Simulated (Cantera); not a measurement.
**Hydrocarbon pyrolysis for carbon deposition**

An isothermal, constant-pressure homogeneous reactor starts with C₂H₆ : N₂ = 1 : 4.3 (molar parts), at 1675 K and 0.0711 atm.

Computed with Cantera and GRI-Mech 3.0 (53 species, 325 reactions). GRI-Mech 3.0 stops at C3 and has no aromatics, soot or wall deposition, so with more carbon than oxygen in the feed, carbon stays in small species such as C2H2 where larger ones or solid carbon would form.

| t (s) | x C₂H₆ | x CH₃ | x H₂ | x CH₄ | x C₂H₄ | x CH₂ |
|---|---|---|---|---|---|---|
| 3.00e-5 | 0.169 | 0.0163 | 0.00467 | 0.00284 | 0.00461 | 1.96e-5 |
| 9.22e-5 | 0.105 | 0.0282 | 0.0386 | 0.0183 | 0.0404 | 4.53e-5 |
| 0.000283 | 0.0184 | 0.0158 | 0.107 | 0.0562 | 0.0758 | 3.24e-5 |
| 0.000870 | 0.000728 | 0.00348 | 0.160 | 0.0632 | 0.0435 | 5.59e-6 |
| 0.00267 | 8.01e-5 | 0.00116 | 0.185 | 0.0601 | 0.0192 | 9.21e-7 |
| 0.00821 | 2.77e-5 | 0.000673 | 0.199 | 0.0573 | 0.00530 | 3.49e-7 |
| 0.0252 | 2.31e-5 | 0.000624 | 0.209 | 0.0523 | 0.000772 | 3.30e-7 |
| 0.0775 | 1.51e-5 | 0.000512 | 0.223 | 0.0409 | 0.000475 | 2.89e-7 |
| 0.238 | 5.54e-6 | 0.000319 | 0.245 | 0.0233 | 0.000257 | 2.04e-7 |
| 0.731 | 9.41e-7 | 0.000136 | 0.263 | 0.00877 | 0.000169 | 1.02e-7 |
| 2.25 | 1.00e-7 | 4.48e-5 | 0.270 | 0.00269 | 0.000158 | 3.67e-8 |
| 6.90 | 1.56e-8 | 1.60e-5 | 0.273 | 0.000948 | 0.000158 | 1.34e-8 |
| 21.2 | 8.33e-9 | 1.03e-5 | 0.273 | 0.000606 | 0.000158 | 8.62e-9 |
| 65.1 | 8.14e-9 | 1.01e-5 | 0.273 | 0.000595 | 0.000158 | 8.45e-9 |
| 200 | 8.14e-9 | 1.01e-5 | 0.273 | 0.000595 | 0.000158 | 8.45e-9 |
x: mole fraction; the columns are a selection and need not sum to one.

Equilibrium at this temperature and pressure: C₂H₆ 4.70e-9, CH₃ 7.65e-6, H₂ 0.273, CH₄ 0.000452, C₂H₄ 9.12e-5, CH₂ 6.42e-9 (gas phase only).
